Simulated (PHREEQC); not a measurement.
## Polishing slurry liquid (model solution)

Dissolve 0.14 mol/kgw HNO3, 9.6e-05 mol/kgw KNO3 and 0.00026 mol/kgw CuSO4 at 61 °C. Closed to the air; pH follows from the charge balance.

The numbers come from PHREEQC with the ion-association model, phreeqc.dat.

The pH comes out as 0.95 and the ionic strength is 0.141 mol/kgw. The specific conductance is 91500 µS/cm. The density is 0.987 g/cm³ and the total alkalinity comes out as -140 meq/kg.

```tsv
species	molality	activity	log γ
NO3-	0.140	0.0994	-0.149
H+	0.140	0.112	-0.096
Cu+2	0.000260	8.84e-5	-0.468
HSO4-	0.000238	0.000178	-0.126
K+	9.60e-5	6.95e-5	-0.140
SO4-2	2.19e-5	6.76e-6	-0.510
CuSO4	1.47e-7	1.52e-7	0.014
KSO4-	7.66e-9	5.78e-9	-0.122
```

This is a speciation only: nothing precipitates in the calculation. At this temperature some constants are extrapolated from 25 °C, and those without enthalpy data are left unchanged.
